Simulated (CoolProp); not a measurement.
Hydrogen chloride along the isobar 91.6 bar: Z from the reference equation and from simpler models built on Tc = 324.7 K, pc = 83.14 bar, ω = 0.130; each cubic takes its own stable root.

Computed with CoolProp (reference Helmholtz-energy equation of state, Thol 2018).

```csv
T (K),phase,reference
217.8,liquid,0.1641
232.6,liquid,0.1593
247.5,liquid,0.1558
262.4,liquid,0.1538
277.3,liquid,0.1536
292.1,liquid,0.1559
307,liquid,0.1626
321.9,liquid,0.1837
336.7,supercritical,0.4773
351.6,supercritical,0.6106
366.5,supercritical,0.6844
381.3,supercritical,0.7353
396.2,supercritical,0.7740
```

Q: How far does each simpler model (van der Waals, Soave-Redlich-Kwong, Peng-Robinson) lie from the reference over these 13 states: mean and median of the absolute difference, and the worst?

A: 
- van der Waals: mean 39.4 %, median 62.0 %, worst +65.9 % at 217.8 K and 91.6 bar
- Soave-Redlich-Kwong: mean 13.1 %, median 14.2 %, worst +29.4 % at 321.9 K and 91.6 bar
- Peng-Robinson: mean 3.6 %, median 1.3 %, worst +16.8 % at 321.9 K and 91.6 bar
